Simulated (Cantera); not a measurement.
Gas mixture: 84.9 % C3H8, 15.1 % C2H2, at 5.90 bar, frozen composition.

Cantera's kinetic-theory transport with the Lennard-Jones parameters of GRI-Mech 3.0, ideal gas; thermal conductivity in the mixture-averaged form. The composition is frozen, though it would react at the higher temperatures.

D: mixture-averaged diffusion coefficient of that species in the mixture.

```json
[
 {"T (K)": "400", "ρ (kg/m³)": "7.34", "cp (J/kg/K)": "2115", "μ (µPa s)": "11.2", "λ (mW/m/K)": "31.4", "Pr": "0.752", "D (cm²/s) N2": "0.0349", "D (cm²/s) NH3": "0.0359", "D (cm²/s) H2": "0.138"},
 {"T (K)": "550", "ρ (kg/m³)": "5.34", "cp (J/kg/K)": "2685", "μ (µPa s)": "14.8", "λ (mW/m/K)": "52.2", "Pr": "0.759", "D (cm²/s) N2": "0.0613", "D (cm²/s) NH3": "0.0665", "D (cm²/s) H2": "0.238"},
 {"T (K)": "700", "ρ (kg/m³)": "4.19", "cp (J/kg/K)": "3152", "μ (µPa s)": "17.9", "λ (mW/m/K)": "73.8", "Pr": "0.766", "D (cm²/s) N2": "0.0931", "D (cm²/s) NH3": "0.104", "D (cm²/s) H2": "0.358"},
 {"T (K)": "850", "ρ (kg/m³)": "3.45", "cp (J/kg/K)": "3525", "μ (µPa s)": "20.8", "λ (mW/m/K)": "95.2", "Pr": "0.771", "D (cm²/s) N2": "0.130", "D (cm²/s) NH3": "0.149", "D (cm²/s) H2": "0.496"},
 {"T (K)": "1000", "ρ (kg/m³)": "2.94", "cp (J/kg/K)": "3832", "μ (µPa s)": "23.5", "λ (mW/m/K)": "116", "Pr": "0.774", "D (cm²/s) N2": "0.171", "D (cm²/s) NH3": "0.199", "D (cm²/s) H2": "0.650"},
 {"T (K)": "1150", "ρ (kg/m³)": "2.55", "cp (J/kg/K)": "4055", "μ (µPa s)": "25.9", "λ (mW/m/K)": "136", "Pr": "0.771", "D (cm²/s) N2": "0.216", "D (cm²/s) NH3": "0.255", "D (cm²/s) H2": "0.820"},
 {"T (K)": "1300", "ρ (kg/m³)": "2.26", "cp (J/kg/K)": "4250", "μ (µPa s)": "28.3", "λ (mW/m/K)": "?", "Pr": "0.770", "D (cm²/s) N2": "?", "D (cm²/s) NH3": "?", "D (cm²/s) H2": "?"},
 {"T (K)": "1450", "ρ (kg/m³)": "2.02", "cp (J/kg/K)": "4420", "μ (µPa s)": "30.5", "λ (mW/m/K)": "175", "Pr": "0.770", "D (cm²/s) N2": "0.319", "D (cm²/s) NH3": "0.382", "D (cm²/s) H2": "1.21"},
 {"T (K)": "1600", "ρ (kg/m³)": "1.83", "cp (J/kg/K)": "4566", "μ (µPa s)": "32.6", "λ (mW/m/K)": "?", "Pr": "0.771", "D (cm²/s) N2": "?", "D (cm²/s) NH3": "?", "D (cm²/s) H2": "?"}
]
```

Task: Complete the blanks.

Result: 
- 1300, λ (mW/m/K): 156
- 1300, D (cm²/s) N2: 0.266
- 1300, D (cm²/s) NH3: 0.316
- 1300, D (cm²/s) H2: 1.01
- 1600, λ (mW/m/K): 193
- 1600, D (cm²/s) N2: 0.376
- 1600, D (cm²/s) NH3: 0.453
- 1600, D (cm²/s) H2: 1.42
